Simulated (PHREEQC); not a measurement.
## Nickel, zinc or cadmium bath: an equilibrium model

A solution holds 39 mmol/kgw ZnCl2 and 7.5 mmol/kgw MnSO4, at 70 °C. Closed to the air; pH follows from the charge balance.

Model: ion-association model, phreeqc.dat, run in PHREEQC.

This is a speciation only: nothing precipitates in the calculation.

Q: Predict the pH, density, ionic strength.

A: pH 4.90; density 0.983 g/cm³; ionic strength 0.110 mol/kgw.

Q: In which forms is Cl present?

A: Cl- 87 %, ZnCl+ 11 %, ZnCl2 1.0 %, MnCl+ 0.7 % of the Cl.

Away from 25 °C the constants follow the database's enthalpies or fits; those with neither stay at their 25 °C values.
